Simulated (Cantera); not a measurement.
A freely propagating, adiabatic, planar premixed flame of 12.5 % CH4, 0.998 % CO, 18.2 % O2, 68.3 % N2, unburnt at 398 K and 113 Torr; mixture-averaged transport, grid criteria slope 0.08 and curve 0.16, no radiation.

Detailed kinetics in Cantera: GRI-Mech 3.0 (53 species, 325 reactions). Burning velocities carry a grid error of a few per cent, more on coarse grids.

Task: Predict: laminar burning velocity; thermal thickness; peak x(H2); peak x(HCN).

Result: 
```
Item                         Result
------------------------  ---------
laminar burning velocity  57.5 cm/s
thermal thickness           2.63 mm
peak x(H2)                   0.0600
peak x(HCN)                 2.89e-5
```
